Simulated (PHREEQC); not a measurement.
Make-up at 13 °C: 0.006 mol/kgw CdSO4 and 4e-05 mol/kgw H2SO4. Closed to the air; pH follows from the charge balance.

Model: ion-association model, wateq4f.dat, run in PHREEQC.

Each row changes one thing in this solution. No solid was allowed to form.

```
case                                 pH  ionic strength (mol/kgw)  Cd+2 (mol/kgw)  SO4-2 (mol/kgw)  CdSO4 (mol/kgw)  Cd(SO4)2-2 (mol/kgw)
---------------------------------  ----  ------------------------  --------------  ---------------  ---------------  --------------------
as made                            4.22                    0.0169         0.00421          0.00415          0.00171               8.51e-5
H2SO4 from 4e-05 to 2e-05 mol/kgw  4.52                    0.0169         0.00421          0.00414          0.00170               8.48e-5
CdSO4 from 0.006 to 0.003 mol/kgw  4.18                   0.00938         0.00232          0.00233         0.000661               1.85e-5
0.0035 mol/kgw HBr added           2.57                    0.0190         0.00368          0.00399          0.00136               6.55e-5
0.0011 mol/kgw H3PO4 added         3.09                    0.0179         0.00427          0.00405          0.00165               8.05e-5
diluted 2-fold with water          4.49                   0.00934         0.00232          0.00232         0.000659               1.83e-5
H2SO4 left out                     6.55                    0.0169         0.00421          0.00413          0.00170               8.44e-5
0.0022 mol/kgw CO2 added           4.15                    0.0169         0.00421          0.00415          0.00170               8.50e-5
```

Species that the database lacks are ignored. At this temperature some constants are extrapolated from 25 °C, and those without enthalpy data are left unchanged.
